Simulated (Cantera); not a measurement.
**Ignition delay**

Mixture: CO : H₂ : O₂ : N₂ = 1 : 1.2 : 1.64 : 6.17 (molar parts), equivalence ratio 0.67, at 120000 Pa, adiabatic and at constant pressure. Ignition delay is the time to a rise of 400 K.

Cantera simulation using GRI-Mech 3.0 (53 species, 325 reactions); the numbers are that mechanism's predictions, not measurements. Where the delays flatten at high temperature, the 400 K rule measures the pace of heat release, not the induction time.

| T0 (K) | delay (ms) |
|---|---|
| 1275 | 0.0379 |
| 1375 | 0.0290 |
| 1475 | 0.0250 |
| 1575 | 0.0235 |
| 1675 | 0.0237 |
| 1775 | 0.0251 |
| 1875 | 0.0277 |
| 1975 | 0.0312 |
| 2075 | 0.0356 |
| 2175 | 0.0408 |
